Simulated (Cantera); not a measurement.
Charge: 1 mol Ta, 0.4 mol O2, 20 mol H2, equilibrated at 0.620 bar.

Equilibrium computed with Cantera from the NASA thermochemical tables; the gas is ideal and each condensed phase is pure. Candidate condensed phases: H2O, Ta, Ta2O5; 12 gas species. Mutual solubility and eutectic melting of coexisting phases are not modelled. Condensed phases not in the tables: N, O or C dissolved in the metal. Kinetics and transport are ignored.

Question: At 1700 °C, list the 3 most abundant gas species with their mole fractions, and the condensed phases.

Answer: H2 0.997, H 0.00171, H2O 0.00162. Condensed: Ta(s) + Ta2O5(s).
